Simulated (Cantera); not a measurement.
Input: 1 mol Si, 5.1 mol F2, 2.3 mol N2, 15 mol HCl, at 1200 K and 25.0 Pa.

Method: chemical equilibrium by Gibbs-energy minimisation in Cantera with the NASA 1993 tables (ideal gas, pure condensed phases). Kinetics and transport are ignored.

```
species  before   after
-------  ------  ------
HCl       0.392   0.408
HF        0.277   0.287
Cl2      0.0928   0.135
Cl       0.0910  0.0174
N2        0.103   0.107
SiF4     0.0446  0.0463
```
Gas species are given as mole fractions.

**Question.** What was changed between the two runs?
(A) HCl from 15 to 1.4 mol
(B) temperature from 1200 K to 950 K
(C) pressure from 25.0 Pa to 1000 Pa
(D) temperature from 1200 K to 1150 K

**Answer.** C, pressure from 25.0 Pa to 1000 Pa
